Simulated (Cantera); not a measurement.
Charge: 1 mol Fe3O4, 3.6 mol CO, 3.3 mol H2, 2.2 mol CH4, equilibrated at 1598 K.

Cantera equilibrium calculation (NASA polynomials, part measured and part estimated; ideal gas, pure solids and liquids). Candidate condensed phases: C, C6H6, C7H8, C8H18, Fe, Fe(CO)5, FeO, Fe(OH)2, Fe(OH)3, Fe2O3, Fe3O4, H2O; 114 gas species. The numbers say what is thermodynamically allowed, not how fast it happens.

Q: At 17.0 mbar, list the 5 most abundant gas species with their mole fractions, and the condensed phases.

A: H2 0.466, CO 0.400, H2O 0.104, CO2 0.0296, H 0.000279. Condensed: Fe(γ).
